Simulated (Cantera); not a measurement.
**Na2CO3 + SO3 + H2O + O2 (roasting and sulfation)**

A closed system holds: 1 mol Na2CO3, 5 mol SO3, 5.8 mol H2O, 1.8 mol O2, equilibrated at 1673.15 K and 1.00 bar.

Equilibrium computed with Cantera from the NASA thermochemical tables; the gas is ideal and each condensed phase is pure. Candidate condensed phases: C, C6H6, C7H8, C8H18, H2O, H2SO4, Na, NaOH, NaO2, Na2CO3, Na2O, Na2O2, Na2S, Na2SO4, S; 131 gas species. Condensed phases not in the tables: pyrosulfates. Kinetics and transport are ignored.

| Item | Result |
|---|---|
| x(H2O) | 0.397 |
| x(SO2) | 0.272 |
| x(O2) | 0.259 |
| x(CO2) | 0.0685 |
| x(SO3) | 0.00235 |
| x(OH) | 0.000635 |
| x(Na2SO4) | 0.000308 |
| x(NaOH) | 0.000288 |
| x(O) | 1.70e-5 |
| n(Na2SO4(l)) | 0.993 mol |
| gas amount | 14.60 mol |
| log10 activity of NaOH(l) (absent) | -3.10 |
| log10 activity of Na2CO3(l) (absent) | -5.42 |
| log10 activity of Na(l) (absent) | -6.75 |
